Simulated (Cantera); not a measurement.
Cantera run:

```python
import numpy as np
import cantera as ct

gas_names = """
    AL ALN ALO ALO2 AL2 AL2O AL2O2 N NO NO2 NO3 N2 N2O O O2 O3
""".split()
cond_names = """
    AL(cr) AL(L) ALN(s) AL2O3(a) AL2O3(L)
""".split()


# ... load() reads the species with a 1 bar reference pressure and builds the phases ...
atoms = {
    'Al': {'AL': 1},
    'O2': {'O': 2},
    'N2': {'N': 2},
}
top_T = {'ALN(s)': 2750}  # K; cautious upper limits of use, not melting points


# ... equilibrate(T, P, feed) seeds the gas with the atoms and calls Mixture.equilibrate('TP', solver="vcs", rtol=1e-11, max_steps=5000) ...
results = []
feed = {'Al': 1, 'O2': 17, 'N2': 33}  # mol
P = 1000  # Pa
for T in [1648, 1698, 1748, 1798, 1848, 1898, 1948, 1998, 2048, 2098, 2148, 2198]:
    mix = equilibrate(T, P, feed)
    results.append((T, P, feed, dict(zip(mix.species_names, mix.species_moles))))
    x = sorted(zip(gas.X, gas.species_names), reverse=True)
    print(f"T = {T:g} K  P = {P:g} Pa  gas = {mix.phase_moles(0):.4g} mol")
    print("   x: " + "  ".join(f"{s} {v:.3e}" for v, s in x if v > 1e-05))
    print("   condensed (mol): " + ("  ".join(f"{mix.phase(i).name} {mix.phase_moles(i):.4g}"
          for i in range(1, mix.n_phases) if mix.phase_moles(i) > 1e-12) or "none"))
```

Output:

```
T = 1648 K  P = 1000 Pa  gas = 49.25 mol
   x: N2 6.686e-01  O2 3.285e-01  NO 2.724e-03  O 1.451e-04
   condensed (mol): AL2O3(a) 0.5
T = 1698 K  P = 1000 Pa  gas = 49.26 mol
   x: N2 6.683e-01  O2 3.281e-01  NO 3.314e-03  O 2.507e-04
   condensed (mol): AL2O3(a) 0.5
T = 1748 K  P = 1000 Pa  gas = 49.26 mol
   x: N2 6.679e-01  O2 3.277e-01  NO 3.985e-03  O 4.197e-04
   condensed (mol): AL2O3(a) 0.5
T = 1798 K  P = 1000 Pa  gas = 49.27 mol
   x: N2 6.675e-01  O2 3.271e-01  NO 4.742e-03  O 6.829e-04
   condensed (mol): AL2O3(a) 0.5
T = 1848 K  P = 1000 Pa  gas = 49.28 mol
   x: N2 6.669e-01  O2 3.264e-01  NO 5.587e-03  O 1.082e-03
   condensed (mol): AL2O3(a) 0.5
T = 1898 K  P = 1000 Pa  gas = 49.29 mol
   x: N2 6.662e-01  O2 3.256e-01  NO 6.525e-03  O 1.674e-03
   condensed (mol): AL2O3(a) 0.5
T = 1948 K  P = 1000 Pa  gas = 49.31 mol
   x: N2 6.654e-01  O2 3.245e-01  NO 7.554e-03  O 2.530e-03
   condensed (mol): AL2O3(a) 0.5
T = 1998 K  P = 1000 Pa  gas = 49.34 mol
   x: N2 6.645e-01  O2 3.231e-01  NO 8.676e-03  O 3.745e-03
   condensed (mol): AL2O3(a) 0.5
T = 2048 K  P = 1000 Pa  gas = 49.38 mol
   x: N2 6.633e-01  O2 3.214e-01  NO 9.889e-03  O 5.436e-03
   condensed (mol): AL2O3(a) 0.5
T = 2098 K  P = 1000 Pa  gas = 49.44 mol
   x: N2 6.619e-01  O2 3.192e-01  NO 1.119e-02  O 7.746e-03
   condensed (mol): AL2O3(a) 0.5
T = 2148 K  P = 1000 Pa  gas = 49.52 mol
   x: N2 6.601e-01  O2 3.164e-01  NO 1.257e-02  O 1.085e-02
   condensed (mol): AL2O3(a) 0.5
T = 2198 K  P = 1000 Pa  gas = 49.62 mol
   x: N2 6.580e-01  O2 3.130e-01  O 1.494e-02  NO 1.402e-02
   condensed (mol): AL2O3(a) 0.5
```

These are equilibrium values from Cantera (NASA tables, ideal gas, pure condensed phases), not measurements of a reactor.
